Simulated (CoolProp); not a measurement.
Vapour-liquid equilibrium of ammonia (1) + n-pentane (2) at 341.3 K; x and y are mole fractions of (1).

Values from CoolProp's multi-fluid Helmholtz-energy mixture model, Gao 2020 and Thol 2019; pair parameters Bell 2016.

Question: Give the bubble pressure and the first vapour's composition at x = 0.35, 0.5, 0.95. Is there an azeotrope?

Answer: x = 0.35: 25.00 bar, y = 0.881; x = 0.5: 28.24 bar, y = 0.895; x = 0.95: 31.51 bar, y = 0.960. No azeotrope shows between x = 0.05 and 0.95.

The pair parameters rest on a limited set of measurements; away from them the model extrapolates. With so large a gap from Raoult's law the liquid may split in two, which this calculation doesn't test in full.
